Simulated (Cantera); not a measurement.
SiH2Cl2 + C2H2 + H2 (silicon carbide growth)

Charge: 1 mol SiH2Cl2, a varied amount of C2H2, 100 mol H2, equilibrated at 775 °C and 74.3 Torr.

Method: chemical equilibrium by Gibbs-energy minimisation in Cantera with the NASA 1993 tables (ideal gas, pure condensed phases). Candidate condensed phases: C, C6H6, C7H8, C8H18, Si, SiC; 109 gas species. Mutual solubility and eutectic melting of coexisting phases are not modelled. The tables' values for SiCl3 are old estimates; treat these amounts as uncertain. Rates play no part.

| n(C2H2) (mol) | x H2 | x HCl | x CH4 | x SiCl4 | x SiHCl3 | n Si(s) | n SiC(s) |
|---|---|---|---|---|---|---|---|
| 0.11 | 0.987 | 0.0104 | 3.28e-6 | 0.00119 | 0.00115 | 0.496 | 0.220 |
| 0.15 | 0.987 | 0.0104 | 3.28e-6 | 0.00119 | 0.00115 | 0.416 | 0.300 |
| 0.19 | 0.987 | 0.0104 | 3.28e-6 | 0.00119 | 0.00115 | 0.336 | 0.380 |
| 0.26 | 0.987 | 0.0104 | 3.28e-6 | 0.00118 | 0.00115 | 0.197 | 0.520 |
| 0.35 | 0.987 | 0.0104 | 3.28e-6 | 0.00118 | 0.00115 | 0.0167 | 0.700 |
| 0.46 | 0.982 | 0.0166 | 5.35e-5 | 0.000470 | 0.000284 | 0 | 0.915 |
| 0.62 | 0.978 | 0.0194 | 0.00238 | 1.97e-5 | 1.02e-5 | 0 | 0.997 |
x: gas mole fraction; n: condensed amount in mol.

From 0.11 mol C2H2 to 0.35 mol C2H2 the condensed part is Si(s) + SiC(s). From 0.46 mol C2H2 to 0.62 mol C2H2 the condensed part is SiC(s). The main Si-bearing gas is SiCl4 throughout.
